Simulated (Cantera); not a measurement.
Input: 1 mol CH4, 13 mol H2, 0.58 mol N2, at 0.133 bar.

Cantera equilibrium calculation (NASA polynomials, part measured and part estimated; ideal gas, pure solids and liquids). Candidate condensed phases: C, C6H6, C7H8, C8H18; 92 gas species. Equilibrium is a limit: real reactors are often held back by kinetics, nucleation or transport.

Question: Which condensed phases are stable at each of these points (T (K)): 550, 750, 950, 1150, 1350, 1550, 1750, 1950, 2150, 2350, 2550, 2750?

Answer: 
```csv
T (K),condensed phases,C condensed (%)
550,gas only,0.0
750,gas only,0.0
950,C(graphite),69.7
1150,C(graphite),95.5
1350,C(graphite),98.8
1550,C(graphite),99.1
1750,C(graphite),98.0
1950,C(graphite),94.6
2150,C(graphite),86.4
2350,C(graphite),69.5
2550,C(graphite),38.7
2750,gas only,0.0
```

From 550 K to 750 K nothing is condensed. From 950 K to 2550 K the condensed part is C(graphite). At 2750 K nothing is condensed.
